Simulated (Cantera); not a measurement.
# Fe + CO₂ + CO + H₂O (metals in furnace atmospheres)

Charge: 1 mol Fe, 0.4 mol CO₂, 6.6 mol CO, 1.6 mol H₂O, equilibrated at 0.00133 bar.

Cantera equilibrium calculation (NASA polynomials, part measured and part estimated; ideal gas, pure solids and liquids). Candidate condensed phases: C, C₆H₆, C₇H₈, C₈H₁₈, Fe, Fe(CO)₅, FeO, Fe(OH)₂, Fe(OH)₃, Fe₂O₃, Fe₃O₄, H₂O; 114 gas species. Mutual solubility and eutectic melting of coexisting phases are not modelled. The tables' stoichiometric FeO is somewhat more stable than real wüstite, so its field is too wide. FeO: taken at fixed stoichiometry. Rates play no part.

From 1500 K to 1600 K the condensed part is Fe(γ) + FeO(s). At 1650 K the condensed part is Fe(γ) + FeO(l). From 1700 K to 1800 K the condensed part is Fe(δ) + FeO(l). At 1850 K the condensed part is FeO(l). The main Fe-bearing gas is Fe throughout. The share of Fe in condensed phases is highest at 1500 K (99.9 %) and lowest at 1850 K (65.1 %).

```json
[
 {"T (K)": "1500", "x CO": "0.700", "x H₂": "0.131", "x CO₂": "0.113", "x H₂O": "0.0549", "x Fe": "0.000113", "x H": "0.000175", "x FeO": "1.88e-7", "x OH": "2.09e-6", "n Fe(γ)": "0.446", "n FeO(s)": "0.553", "n FeO(l)": "0", "n Fe(δ)": "0"},
 {"T (K)": "1550", "x CO": "0.703", "x H₂": "0.129", "x CO₂": "0.110", "x H₂O": "0.0567", "x Fe": "0.000314", "x H": "0.000310", "x FeO": "6.77e-7", "x OH": "4.57e-6", "n Fe(γ)": "0.434", "n FeO(s)": "0.563", "n FeO(l)": "0", "n Fe(δ)": "0"},
 {"T (K)": "1600", "x CO": "0.706", "x H₂": "0.127", "x CO₂": "0.108", "x H₂O": "0.0583", "x Fe": "0.000822", "x H": "0.000531", "x FeO": "2.25e-6", "x OH": "9.53e-6", "n Fe(γ)": "0.420", "n FeO(s)": "0.572", "n FeO(l)": "0", "n Fe(δ)": "0"},
 {"T (K)": "1650", "x CO": "0.707", "x H₂": "0.125", "x CO₂": "0.105", "x H₂O": "0.0597", "x Fe": "0.00203", "x H": "0.000881", "x FeO": "6.91e-6", "x OH": "1.90e-5", "n Fe(γ)": "0.401", "n FeO(s)": "0", "n FeO(l)": "0.581", "n Fe(δ)": "0"},
 {"T (K)": "1700", "x CO": "0.712", "x H₂": "0.125", "x CO₂": "0.0977", "x H₂O": "0.0588", "x Fe": "0.00472", "x H": "0.00143", "x FeO": "1.89e-5", "x OH": "3.46e-5", "n Fe(γ)": "0", "n FeO(s)": "0", "n FeO(l)": "0.646", "n Fe(δ)": "0.313"},
 {"T (K)": "1750", "x CO": "0.713", "x H₂": "0.125", "x CO₂": "0.0911", "x H₂O": "0.0578", "x Fe": "0.0105", "x H": "0.00225", "x FeO": "4.84e-5", "x OH": "6.10e-5", "n Fe(γ)": "0", "n FeO(s)": "0", "n FeO(l)": "0.704", "n Fe(δ)": "0.205"},
 {"T (K)": "1800", "x CO": "0.710", "x H₂": "0.124", "x CO₂": "0.0846", "x H₂O": "0.0563", "x Fe": "0.0221", "x H": "0.00345", "x FeO": "0.000118", "x OH": "0.000104", "n Fe(γ)": "0", "n FeO(s)": "0", "n FeO(l)": "0.757", "n Fe(δ)": "0.0475"},
 {"T (K)": "1850", "x CO": "0.691", "x H₂": "0.116", "x CO₂": "0.0896", "x H₂O": "0.0602", "x Fe": "0.0386", "x H": "0.00501", "x FeO": "0.000271", "x OH": "0.000193", "n Fe(γ)": "0", "n FeO(s)": "0", "n FeO(l)": "0.651", "n Fe(δ)": "0"}
]
```
x: gas mole fraction; n: condensed amount in mol.
